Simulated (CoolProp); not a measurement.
Vapour pressure (bar) of oxygen: the reference equation beside estimates from Tc = 154.6 K, pc = 50.46 bar, ω = 0.022. Clausius-Clapeyron is anchored at 124.7 K with a constant enthalpy of vaporisation of 5.270 kJ/mol.

Model: reference Helmholtz-energy equation of state, Schmidt 1985, in CoolProp.

| T (K) | reference | Lee-Kesler | Clausius-Clapeyron | van der Waals | Redlich-Kwong |
|---|---|---|---|---|---|
| 115.8 | 7.944 | 7.951 | 8.994 | 14.17 | 7.621 |
| 118.7 | 9.473 | 9.481 | 10.28 | 15.95 | 9.197 |
| 121.7 | 11.27 | 11.27 | 11.73 | 17.95 | 11.05 |
| 124.7 | 13.29 | 13.30 | 13.29 | 20.09 | 13.15 |
| 127.6 | 15.49 | 15.49 | 14.92 | 22.31 | 15.43 |
| 130.6 | 18.02 | 18.01 | 16.72 | 24.77 | 18.06 |
| 133.6 | 20.83 | 20.81 | 18.65 | 27.38 | 20.97 |
| 136.6 | 23.95 | 23.92 | 20.70 | 30.17 | 24.18 |
| 139.5 | 27.27 | 27.23 | 22.79 | 33.01 | 27.58 |
| 142.5 | 31.05 | 31.01 | 25.08 | 36.13 | 31.42 |
| 145.5 | 35.20 | 35.16 | 27.49 | 39.41 | 35.60 |

Absolute difference from the reference over all 11 rows, mean and median: Lee-Kesler 0.1 and 0.1 %, Clausius-Clapeyron 10.8 and 10.5 %, van der Waals 40.5 and 37.5 %, Redlich-Kwong 1.4 and 1.1 %.
